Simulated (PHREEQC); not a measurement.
Make-up at 20 °C: 0.04 mol/kgw Al2(SO4)3 and 0.041 mol/kgw NH4F. Closed to the air; pH follows from the charge balance.

The numbers come from PHREEQC with the ion-association model, phreeqc.dat.

No solid was allowed to form.

**Question.** Order these F species by the share of F that they hold, largest first: AlF3, AlF2+, AlF+2.

**Answer.** AlF+2 (60 %), AlF2+ (40 %), AlF3 (0.88 %)

The pH is 4.22 and the ionic strength 0.223 mol/kgw. Examples of supersaturated solids here: Gibbsite (slow to form). Others may be too. Fluoro complexes past AlF4- and FeF3 are missing from the database.
